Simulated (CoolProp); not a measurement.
Vapour-liquid equilibrium of dimethyl ether (1) + n-hexane (2) at 6.32 bar; x and y are mole fractions of (1).

Computed with CoolProp (multi-fluid Helmholtz-energy mixture model, Wu 2011 and Thol 2019; pair parameters Bell 2016).

### Question
Give the bubble temperature and the first vapour's composition at x = 0.25, 0.55, 0.75. Is there an azeotrope?

### Answer
x = 0.25: 75.7 °C, y = 0.820; x = 0.55: 46.8 °C, y = 0.950; x = 0.75: 37.1 °C, y = 0.977. No azeotrope shows between x = 0.05 and 0.95.

The pair parameters rest on a limited set of measurements; away from them the model extrapolates. The gap from Raoult's law changes sign with composition, which may be real or a fault of the pair parameters; it wasn't checked against measurements.
